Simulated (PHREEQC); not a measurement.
Consider water at 20 °C with 0.0014 mol/kgw FeSO4, 0.014 mol/kgw NaH2PO4 and 0.012 mol/kgw Na2SO4. Closed to the air; pH follows from the charge balance.

Model: ion-association model, phreeqc.dat, run in PHREEQC.

Precipitation was switched off in this run.

Order these P species by the share of P that they hold, largest first: FeHPO4, HPO4-2, H2PO4-, FeH2PO4+, H3PO4.

H2PO4- (92 %), FeH2PO4+ (6.8 %), HPO4-2 (0.42 %), H3PO4 (0.25 %), FeHPO4 (0.11 %)

Order these S species by the share of S that they hold, largest first: HSO4-, NaSO4-, SO4-2, FeSO4.

SO4-2 (91 %), NaSO4- (7.5 %), FeSO4 (0.99 %), HSO4- (0.11 %)

The pH is 4.63 and the ionic strength 0.0512 mol/kgw. Species that the database lacks are ignored.
